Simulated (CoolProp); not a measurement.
The fluid at 596.6 K and 0.644 MPa is throttled through a valve to 0.339 MPa with no heat exchange. The same conditions are run with several fluids, on thermodynamics alone (safety and materials aside).

Model: reference Helmholtz-energy equation of state of each fluid (methane: Setzmann 1991; hexamethyldisiloxane (MM): Thol 2016; n-pentane: Thol 2019; ethylbenzene: Zhou 2012; n-undecane: Aleksandrov 2011), in CoolProp.

**Question.** Rank methane, hexamethyldisiloxane (MM), n-pentane, ethylbenzene, n-undecane by temperature change (K), highest first.

**Answer.** methane (-0.2), n-pentane (-1.2), hexamethyldisiloxane (MM) (-1.9), ethylbenzene (-2.6), n-undecane (-4.1)

```tsv
fluid	final density (kg/m³)
methane	1.10
hexamethyldisiloxane (MM)	11.6
n-pentane	5.02
ethylbenzene	7.58
n-undecane	11.9
```
